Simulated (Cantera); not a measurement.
**Gas-phase reforming**

An isothermal, constant-pressure homogeneous reactor starts with 20.8 % CH4, 79.2 % H2O, at 1350 K and 7500 Torr.

Model: GRI-Mech 3.0 (53 species, 325 reactions), integrated in Cantera.

```tsv
t (s)	x CH4	x H2O	x CH2CO	x CH3	x CH2O
9.00e-5	0.208	0.792	<1e-12	2.99e-6	1.53e-10
0.000266	0.208	0.792	<1e-12	4.93e-6	1.88e-9
0.000786	0.208	0.792	<1e-12	5.24e-6	9.93e-9
0.00232	0.208	0.792	<1e-12	5.57e-6	4.33e-8
0.00687	0.208	0.792	3.08e-11	6.35e-6	2.12e-7
0.0203	0.207	0.792	2.06e-9	7.63e-6	9.33e-7
0.0600	0.206	0.791	8.85e-8	8.33e-6	1.89e-6
0.177	0.200	0.788	1.34e-6	7.97e-6	1.93e-6
0.524	0.186	0.779	5.45e-6	7.12e-6	1.95e-6
1.55	0.158	0.761	9.66e-6	6.65e-6	1.73e-6
4.58	0.140	0.735	8.67e-6	7.03e-6	1.27e-6
13.5	0.144	0.701	3.41e-6	6.31e-6	7.68e-7
40.0	0.138	0.656	9.67e-7	5.14e-6	4.27e-7
```
x: mole fraction; the columns are a selection and need not sum to one.

Equilibrium at this temperature and pressure: CH4 0.000103, H2O 0.371, CH2CO 1.12e-10, CH3 2.23e-9, CH2O 2.34e-7 (gas phase only).
